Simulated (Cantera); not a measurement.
Source: NASA polynomial tables (part measured, part estimated), evaluated in Cantera. Values are per mole of reaction as written; species without (g) are pure solids or liquids, kept so even where they would boil at 1 bar.

8 H(g) + 3 Ta + 3 CO₂(g) → 3 TaO₂(g) + C₃H₈(g), with ΔH° = -1270.9 kJ and ΔS° = -573.3 J/K at 300 K.

Question: How far is the shortcut ΔG° ≈ ΔH°(300 K) − T·ΔS°(300 K) from the full temperature-dependent value at 825, 975, 1125, 1275, 1425, 1575, 1725, 1875, 2025, 2175 K?

Answer: 
```csv
T (K),shortcut (kJ),full (kJ),difference (kJ),difference in log10 K
825,-797.9,-759.1,-38.8,2.46
975,-711.9,-654.5,-57.4,3.08
1125,-625.9,-548.2,-77.7,3.61
1275,-540.0,-440.6,-99.3,4.07
1425,-454.0,-332.0,-122.0,4.47
1575,-368.0,-222.4,-145.6,4.83
1725,-282.0,-112.1,-169.8,5.14
1875,-196.0,-1.2,-194.8,5.43
2025,-110.0,110.2,-220.2,5.68
2175,-24.0,222.2,-246.2,5.91
```
The shortcut ignores the heat-capacity change of the reaction.
